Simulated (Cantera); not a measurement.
A perfectly stirred reactor is fed with C₃H₈ : O₂ : N₂ = 1 : 9.8 : 36.9 (molar parts), equivalence ratio 0.51, at 5.00 bar; it is adiabatic with a 675 K inlet, and is followed from long to short residence time, starting on the burning branch (τ in s: 0.2, 0.086, 0.037, 0.016, 0.0068, 0.0029, 0.0013, 0.00054, 0.00023, 0.0001, 4.3e-05).

Detailed kinetics in Cantera: GRI-Mech 3.0 (53 species, 325 reactions). GRI-Mech 3.0 was tuned for natural gas; its chemistry of propane as a main component is partial and can be far from experiment.

x: mole fraction; the columns are a selection and need not sum to one.

```tsv
τ (s)	T (K)	x C₃H₈	x O₂	x OH	x HO₂	x C₂H₄	x H₂O
0.20	1833	1.74e-7	0.0984	0.000494	1.25e-6	8.58e-7	0.0819
0.086	1832	3.71e-7	0.0985	0.000563	1.50e-6	1.71e-6	0.0818
0.037	1830	[?]	0.0985	[?]	[?]	[?]	0.0817
0.016	1828	1.48e-6	0.0985	0.000830	2.98e-6	5.71e-6	0.0816
0.0068	1824	2.83e-6	0.0986	0.00104	4.80e-6	9.93e-6	0.0814
0.0029	1817	5.24e-6	0.0988	0.00131	8.02e-6	1.69e-5	0.0812
0.0013	1806	[?]	0.0992	[?]	[?]	[?]	0.0808
0.00054	1786	1.72e-5	0.100	0.00195	2.33e-5	4.72e-5	0.0802
0.00023	1752	3.32e-5	0.102	0.00220	4.15e-5	8.37e-5	0.0794
0.00010	1688	7.58e-5	0.106	0.00212	7.95e-5	0.000177	0.0781
4.3e-5	675	0.0210	0.205	<1e-12	<1e-12	<1e-12	<1e-12
```

### Question
Complete the blanks.

### Answer

- 0.037, x C₃H₈: 7.58e-7
- 0.037, x OH: 0.000673
- 0.037, x HO₂: 2.01e-6
- 0.037, x C₂H₄: 3.21e-6
- 0.0013, x C₃H₈: 9.22e-6
- 0.0013, x OH: 0.00161
- 0.0013, x HO₂: 1.33e-5
- 0.0013, x C₂H₄: 2.75e-5
